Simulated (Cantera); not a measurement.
## Thermodynamics of silicon epitaxy and polysilicon growth, feed SiH2Cl2 + HCl + H2

Input: 1 mol SiH2Cl2, 0.047 mol HCl, 36 mol H2, equilibrated at 1.00 bar.

Equilibrium computed with Cantera from the NASA thermochemical tables; the gas is ideal and each condensed phase is pure. Candidate condensed phases: Si; 19 gas species. The tables' values for SiCl3 are old estimates; treat these amounts as uncertain. Gases not in the tables: Si2H6 and higher silanes. Rates play no part.

From 927 °C to 1377 °C the condensed part is Si(s). At 1452 °C the condensed part is Si(l). The main Si-bearing gas is SiHCl3 at 927 °C and SiCl2 at 1452 °C. The share of Si in condensed phases is highest at 1452 °C (75.8 %) and lowest at 927 °C (60.4 %).

```json
[
 {"T (°C)": "927", "x H2": "0.968", "x HCl": "0.0211", "x SiCl2": "0.00109", "x SiHCl3": "0.00443", "x SiCl4": "0.00356", "x SiCl3": "0.000664", "n Si(s)": "0.604", "n Si(l)": "0"},
 {"T (°C)": "1002", "x H2": "0.963", "x HCl": "0.0282", "x SiCl2": "0.00214", "x SiHCl3": "0.00304", "x SiCl4": "0.00220", "x SiCl3": "0.000851", "n Si(s)": "0.666", "n Si(l)": "0"},
 {"T (°C)": "1077", "x H2": "0.958", "x HCl": "0.0340", "x SiCl2": "0.00340", "x SiHCl3": "0.00177", "x SiCl4": "0.00110", "x SiCl3": "0.000865", "n Si(s)": "0.713", "n Si(l)": "0"},
 {"T (°C)": "1152", "x H2": "0.955", "x HCl": "0.0377", "x SiCl2": "0.00449", "x SiHCl3": "0.000895", "x SiCl4": "0.000452", "x SiCl3": "0.000718", "n Si(s)": "0.740", "n Si(l)": "0"},
 {"T (°C)": "1227", "x H2": "0.954", "x HCl": "0.0395", "x SiCl2": "0.00525", "x SiHCl3": "0.000423", "x SiCl4": "0.000169", "x SiCl3": "0.000528", "n Si(s)": "0.751", "n Si(l)": "0"},
 {"T (°C)": "1302", "x H2": "0.953", "x HCl": "0.0402", "x SiCl2": "0.00574", "x SiHCl3": "0.000199", "x SiCl4": "6.30e-5", "x SiCl3": "0.000372", "n Si(s)": "0.753", "n Si(l)": "0"},
 {"T (°C)": "1377", "x H2": "0.953", "x HCl": "0.0403", "x SiCl2": "0.00607", "x SiHCl3": "9.76e-5", "x SiCl4": "2.46e-5", "x SiCl3": "0.000261", "n Si(s)": "0.751", "n Si(l)": "0"},
 {"T (°C)": "1452", "x H2": "0.953", "x HCl": "0.0409", "x SiCl2": "0.00605", "x SiHCl3": "4.86e-5", "x SiCl4": "1.01e-5", "x SiCl3": "0.000181", "n Si(s)": "0", "n Si(l)": "0.758"}
]
```
x: gas mole fraction; n: condensed amount in mol.
